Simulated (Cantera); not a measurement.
Input: 1 mol (CH3)2SiCl2, 0.63 mol C2H2, a varied amount of H2, held at 2200 K and 13300 Pa.

Method: chemical equilibrium by Gibbs-energy minimisation in Cantera with the NASA 1993 tables (ideal gas, pure condensed phases). Candidate condensed phases: C, C6H6, C7H8, C8H18, Si, SiC; 109 gas species. The feed counts by its element totals alone. The tables' values for SiCl, SiCl3 are old estimates; treat these amounts as uncertain. Gases not in the tables: Si2H6 and higher silanes. Kinetics and transport are ignored.

x: gas mole fraction; n: condensed amount in mol.

```json
[
 {"n(H2) (mol)": "14", "x H2": "0.879", "x HCl": "0.100", "x H": "0.0145", "x C2H2 (acetylene)": "0.00225", "x SiCl2": "0.00237", "x Cl": "0.00120", "n C(graphite)": "2.23", "n SiC(s)": "0.944"},
 {"n(H2) (mol)": "22", "x H2": "0.909", "x HCl": "0.0712", "x H": "0.0147", "x C2H2 (acetylene)": "0.00233", "x SiCl2": "0.00116", "x Cl": "0.000838", "n C(graphite)": "2.18", "n SiC(s)": "0.954"},
 {"n(H2) (mol)": "35", "x H2": "0.933", "x HCl": "0.0484", "x H": "0.0149", "x C2H2 (acetylene)": "0.00239", "x SiCl2": "0.000520", "x Cl": "0.000562", "n C(graphite)": "2.10", "n SiC(s)": "0.959"},
 {"n(H2) (mol)": "56", "x H2": "0.950", "x HCl": "[?]", "x H": "0.0150", "x C2H2 (acetylene)": "0.00243", "x SiCl2": "[?]", "x Cl": "[?]", "n C(graphite)": "2.00", "n SiC(s)": "0.957"},
 {"n(H2) (mol)": "89", "x H2": "0.961", "x HCl": "0.0207", "x H": "0.0151", "x C2H2 (acetylene)": "0.00246", "x SiCl2": "9.27e-5", "x Cl": "0.000237", "n C(graphite)": "1.84", "n SiC(s)": "0.947"},
 {"n(H2) (mol)": "140", "x H2": "0.968", "x HCl": "0.0135", "x H": "0.0152", "x C2H2 (acetylene)": "0.00248", "x SiCl2": "3.88e-5", "x Cl": "0.000154", "n C(graphite)": "1.59", "n SiC(s)": "0.928"},
 {"n(H2) (mol)": "230", "x H2": "0.973", "x HCl": "0.00832", "x H": "0.0152", "x C2H2 (acetylene)": "0.00249", "x SiCl2": "1.47e-5", "x Cl": "9.47e-5", "n C(graphite)": "1.16", "n SiC(s)": "0.890"},
 {"n(H2) (mol)": "360", "x H2": "0.976", "x HCl": "[?]", "x H": "0.0152", "x C2H2 (acetylene)": "0.00250", "x SiCl2": "[?]", "x Cl": "[?]", "n C(graphite)": "[?]", "n SiC(s)": "0.833"},
 {"n(H2) (mol)": "580", "x H2": "0.979", "x HCl": "0.00335", "x H": "0.0153", "x C2H2 (acetylene)": "0.00210", "x SiCl2": "2.59e-6", "x Cl": "3.80e-5", "n C(graphite)": "0", "n SiC(s)": "0.715"},
 {"n(H2) (mol)": "920", "x H2": "0.981", "x HCl": "0.00212", "x H": "0.0153", "x C2H2 (acetylene)": "0.00144", "x SiCl2": "1.25e-6", "x Cl": "2.40e-5", "n C(graphite)": "0", "n SiC(s)": "0.469"}
]
```

Q: Fill in the missing entries.

A: 
- 56, x HCl: 0.0319
- 56, x SiCl2: 0.000221
- 56, x Cl: 0.000367
- 360, x HCl: 0.00536
- 360, x SiCl2: 6.09e-6
- 360, x Cl: 6.09e-5
- 360, n C(graphite): 0.538
